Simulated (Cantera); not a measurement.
An isothermal, constant-pressure homogeneous reactor starts with 1.96 % CO, 2.79 % O2, 1.96 % H2O, 93.1 % N2, 0.196 % CH4, equivalence ratio 0.49, at 1150 K and 0.132 atm.

Model: GRI-Mech 3.0 (53 species, 325 reactions), integrated in Cantera.

x: mole fraction; the columns are a selection and need not sum to one.

```
t (s)        x CO    x O2   x H2O      x OH     x NO       x O    x H2O2
--------  -------  ------  ------  --------  -------  --------  --------
2.00e-6    0.0196  0.0279  0.0196    <1e-12   <1e-12  3.13e-12    <1e-12
8.60e-6    0.0196  0.0279  0.0196    <1e-12   <1e-12  1.33e-11    <1e-12
3.69e-5    0.0196  0.0279  0.0196  3.08e-12   <1e-12  5.51e-11    <1e-12
0.000159   0.0196  0.0279  0.0196  3.28e-11   <1e-12  2.03e-10    <1e-12
0.000682   0.0196  0.0279  0.0196  2.00e-10   <1e-12  6.13e-10    <1e-12
0.00293    0.0196  0.0279  0.0196  8.27e-10   <1e-12   1.85e-9    <1e-12
0.0126     0.0196  0.0279  0.0196   6.22e-9   <1e-12   1.14e-8  1.44e-11
0.0541    0.00464  0.0169  0.0215  0.000369  7.37e-7   0.00116         ?
0.233     3.71e-5  0.0144  0.0237   3.65e-5  1.12e-6   1.03e-5         ?
1.00      1.52e-6  0.0144  0.0237   8.67e-6  1.12e-6   5.58e-7         ?
```

**Question.** Fill in the missing entries.

**Answer.** 
- 0.0541, x H2O2: 1.08e-7
- 0.233, x H2O2: 2.86e-8
- 1.00, x H2O2: 2.62e-9
